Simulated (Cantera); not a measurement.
An adiabatic, constant-pressure homogeneous reactor starts with CO : H2 : CH4 : O2 : N2 = 1 : 0.46 : 0.084 : 0.408 : 1.53 (molar parts), at 1350 K and 4.93 atm. Integrator tolerance rtol = 1e-08.

Detailed kinetics in Cantera: GRI-Mech 3.0 (53 species, 325 reactions).

Task: What does this change do: CO 1 to 1.8 parts?

Result: 
| quantity | before | after |
|---|---|---|
| time of steepest temperature rise | 17.9 µs | 21.8 µs |
| temperature at 5.00 s | 2744 K | 2552 K |
| equilibrium temperature | 2744 K | 2552 K |
| x(CO) at 5.00 s | 0.246 (gas-phase equilibrium 0.246) | 0.377 (gas-phase equilibrium 0.377) |
| x(H2) at 5.00 s | 0.0551 (gas-phase equilibrium 0.0551) | 0.0615 (gas-phase equilibrium 0.0615) |
| x(CH4) at 5.00 s | 1.00e-11 (gas-phase equilibrium 1.14e-11) | 6.44e-11 (gas-phase equilibrium 7.04e-11) |
| x(HO2) at 5.00 s | 3.63e-7 (gas-phase equilibrium 3.63e-7) | 2.71e-8 (gas-phase equilibrium 2.71e-8) |
| x(C2H2) at 5.00 s | <1e-12 (gas-phase equilibrium <1e-12) | <1e-12 (gas-phase equilibrium <1e-12) |
| x(NO) at 5.00 s | 0.00108 (gas-phase equilibrium 0.00108) | 0.000193 (gas-phase equilibrium 0.000193) |

Task: What does this change do: H2 0.46 to 0.3 parts?

Result: 
```csv
quantity,before,after
time of steepest temperature rise,17.9 µs,23.5 µs
temperature at 5.00 s,2744 K,2792 K
equilibrium temperature,2744 K,2792 K
x(CO) at 5.00 s,0.246 (gas-phase equilibrium 0.246),0.235 (gas-phase equilibrium 0.235)
x(H2) at 5.00 s,0.0551 (gas-phase equilibrium 0.0551),0.0331 (gas-phase equilibrium 0.0331)
x(CH4) at 5.00 s,1.00e-11 (gas-phase equilibrium 1.14e-11),2.07e-12 (gas-phase equilibrium 2.40e-12)
x(HO2) at 5.00 s,3.63e-7 (gas-phase equilibrium 3.63e-7),8.14e-7 (gas-phase equilibrium 8.14e-7)
x(C2H2) at 5.00 s,<1e-12 (gas-phase equilibrium <1e-12),<1e-12 (gas-phase equilibrium <1e-12)
x(NO) at 5.00 s,0.00108 (gas-phase equilibrium 0.00108),0.00200 (gas-phase equilibrium 0.00200)
```
